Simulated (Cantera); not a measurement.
A perfectly stirred reactor is fed with CH4 : C2H6 : O2 : N2 = 1 : 0.78 : 3.15 : 11.9 (molar parts), equivalence ratio 1.5, at 2.86 atm; it is adiabatic with a 773 K inlet, and is followed from long to short residence time, starting on the burning branch (τ in s: 0.027, 0.014, 0.0077, 0.0041, 0.0022, 0.0012, 0.00065, 0.00035, 0.00019, 0.0001, 5.4e-05, 2.9e-05).

Cantera simulation using GRI-Mech 3.0 (53 species, 325 reactions); the numbers are that mechanism's predictions, not measurements.

One state of this run: T (K) = 2101; x CH4 = 0.00378; x C2H6 = 0.000213; x O2 = 0.0144; x CH2CO = 0.000129; x O = 0.000167; x C2H2 = 0.00282. x: mole fraction; the columns are a selection and need not sum to one.

Q: Which value of τ (s) does it belong to?
A. 0.027
B. 0.014
C. 0.00010
D. 5.4e-5

A: D, 5.4e-5
